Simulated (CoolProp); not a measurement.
Model: reference Helmholtz-energy equation of state, Lemmon 2006, in CoolProp. It is a short technical equation, of lower accuracy than the large ones.

### Question
Give the vapour pressure (bar), liquid density (kg/m³), vapour density (kg/m³), enthalpy of vaporisation (kJ/kg) of saturated C3F8 (R218) at 250.8 K.

### Answer
```
T (K)  p (bar)  liquid density (kg/m³)  vapour density (kg/m³)  enthalpy of vaporisation (kJ/kg)
-----  -------  ----------------------  ----------------------  --------------------------------
250.8     1.86                    1550                    18.3                              99.6
```
